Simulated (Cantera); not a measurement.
Input: 1 mol SiF4, 0.32 mol O2, 14 mol H2, at 675 K and 380 Pa.

Equilibrium computed with Cantera from the NASA thermochemical tables; the gas is ideal and each condensed phase is pure. Candidate condensed phases: H2O, Si, SiO2; 38 gas species. Kinetics and transport are ignored.

Base state: H2 0.881, SiF4 0.0555, HF 0.0420, H2O 0.0212 (mole fractions); condensed: SiO2(α-quartz).

Q: What changes in the equilibrium state with this change: temperature from 675 K to 1073.15 K?

A: 
| species | before | after |
|---|---|---|
| H2 | 0.881 | 0.873 |
| HF | 0.0420 | 0.0787 |
| SiF4 | 0.0555 | 0.0457 |
| H2O | 0.0212 | 0.00245 |
| SiO2(α-quartz), mol | 0.159 | 0 |
| SiO2(β-quartz), mol | 0 | 0.301 |
